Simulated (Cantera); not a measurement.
Input: 1 mol ZrN, 8 mol H2, held at 2725 K and 0.100 bar.

Cantera equilibrium calculation (NASA polynomials, part measured and part estimated; ideal gas, pure solids and liquids). Candidate condensed phases: Zr, ZrN; 11 gas species. Mutual solubility and eutectic melting of coexisting phases are not modelled. ZrN: taken at fixed stoichiometry. Condensed phases not in the tables: N, O or C dissolved in the metal. The numbers say what is thermodynamically allowed, not how fast it happens.

Base state: H2 0.821, H 0.179, N2 0.000457, Zr 0.000273 (mole fractions); condensed: Zr(l) + ZrN(s).

**Question.** What changes in the equilibrium state with this change: ZrN replaced by MgO?

**Answer.** 
```tsv
species	before	after
H2	0.821	0.640
H	0.179	0.158
Mg	0	0.100
H2O	0	0.0936
Zr	0.000273	0
OH	0	0.00605
O	0	0.000949
MgOH	0	0.000922
Zr(l), mol	0.00563	0
ZrN(s), mol	0.992	0
```
The tables' values for MgH are old estimates; treat these amounts as uncertain. Further candidate phases: H2O, Mg, MgO, Mg(OH)2.
